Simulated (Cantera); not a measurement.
An isothermal, constant-pressure homogeneous reactor starts with NO : N₂ = 1 : 0.71 (molar parts), at 1775 K and 0.710 bar.

Cantera simulation using GRI-Mech 3.0 (53 species, 325 reactions); the numbers are that mechanism's predictions, not measurements.

### Question
Predict: x(NO) at 10.0 s; x(N₂O) at 10.0 s; x(O) at 10.0 s; x(O₂) at 10.0 s; x(NO₂) at 10.0 s; x(N₂) at 10.0 s.

### Answer
```
Quantity                                            Result
----------------  ----------------------------------------
x(NO) at 10.0 s      0.196 (gas-phase equilibrium 0.00426)
x(N₂O) at 10.0 s   1.48e-5 (gas-phase equilibrium 1.96e-7)
x(O) at 10.0 s     5.08e-5 (gas-phase equilibrium 6.16e-5)
x(O₂) at 10.0 s        0.194 (gas-phase equilibrium 0.290)
x(NO₂) at 10.0 s  0.000419 (gas-phase equilibrium 1.11e-5)
x(N₂) at 10.0 s        0.610 (gas-phase equilibrium 0.705)
```
